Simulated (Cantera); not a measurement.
A Cantera script and its output.

```python
import numpy as np
import cantera as ct

gas = ct.Solution("gri30.yaml")
gas.TPX = 2175, 101325, {'NO': 0.4, 'N2': 3.5}
reactor = ct.IdealGasConstPressureReactor(gas, energy="off", clone=False)
net = ct.ReactorNet([reactor])
net.rtol, net.atol = 1e-08, 1e-18
show = ['NO', 'N2O', 'O', 'O2', 'NO2']
times = np.geomspace(1e-06, 6, 14)

steps = ct.SolutionArray(gas, extra=["t"])
rows = []
print(f"{'t/s':>10s}{'T/K':>9s}{'P/Pa':>11s}" + "".join(f"{s:>11s}" for s in show))
for t in times:
    while net.time < t:
        t_next = net.step()
        steps.append(gas.state, t=t_next)
    rows.append([np.interp(t, steps.t, y) for y in (steps.T, steps.P, *steps(*show).X.T)])
    print(f"{t:10.3e}{rows[-1][0]:9.1f}{rows[-1][1]:11.4g}" + "".join(f"{x:11.3e}" for x in rows[-1][2:]))
rate = np.gradient(steps.T, steps.t)
print("integrator steps:", len(steps.t))
if steps.T.max() > steps.T[0] + 200:
    print(f"time of steepest temperature rise: {steps.t[rate.argmax()]:.4e} s")
gas.TPX = 2175, 101325, {'NO': 0.4, 'N2': 3.5}
gas.equilibrate("TP")
print(f"equilibrium (TP): T = {gas.T:.1f} K  " + "  ".join(f"{s} {gas[s].X[0]:.3e}" for s in show))
```

Output:

```
       t/s      T/K       P/Pa         NO        N2O          O         O2        NO2
 1.000e-06   2175.0  1.013e+05  1.026e-01  3.970e-08  3.984e-08  6.821e-12  1.317e-10
 3.322e-06   2175.0  1.013e+05  1.026e-01  1.308e-07  1.325e-07  7.554e-11  1.401e-09
 1.104e-05   2175.0  1.013e+05  1.026e-01  4.231e-07  4.425e-07  8.343e-10  1.364e-08
 3.666e-05   2175.0  1.013e+05  1.026e-01  1.288e-06  1.525e-06  9.434e-09  1.074e-07
 1.218e-04   2175.0  1.013e+05  1.026e-01  3.266e-06  5.812e-06  1.171e-07  6.160e-07
 4.046e-04   2175.0  1.013e+05  1.025e-01  5.353e-06  2.359e-05  1.710e-06  2.851e-06
 1.344e-03   2175.0  1.013e+05  1.024e-01  5.652e-06  7.560e-05  2.603e-05  9.325e-06
 4.465e-03   2175.0  1.013e+05  1.019e-01  5.581e-06  1.197e-04  2.368e-04  1.462e-05
 1.483e-02   2175.0  1.013e+05  1.002e-01  5.394e-06  1.374e-04  1.073e-03  1.660e-05
 4.927e-02   2175.0  1.013e+05  9.422e-02  4.768e-06  1.844e-04  4.055e-03  2.122e-05
 1.637e-01   2175.0  1.013e+05  7.318e-02  2.949e-06  2.946e-04  1.451e-02  2.673e-05
 5.437e-01   2175.0  1.013e+05  2.717e-02  6.902e-07  4.493e-04  3.745e-02  1.529e-05
 1.806e+00   2175.0  1.013e+05  6.647e-03  3.859e-07  5.026e-04  4.769e-02  4.197e-06
 6.000e+00   2175.0  1.013e+05  6.259e-03  3.842e-07  5.036e-04  4.788e-02  3.960e-06
integrator steps: 808
equilibrium (TP): T = 2175.0 K  NO 6.259e-03  N2O 3.842e-07  O 5.036e-04  O2 4.788e-02  NO2 3.960e-06
```

Detailed kinetics in Cantera: GRI-Mech 3.0 (53 species, 325 reactions).
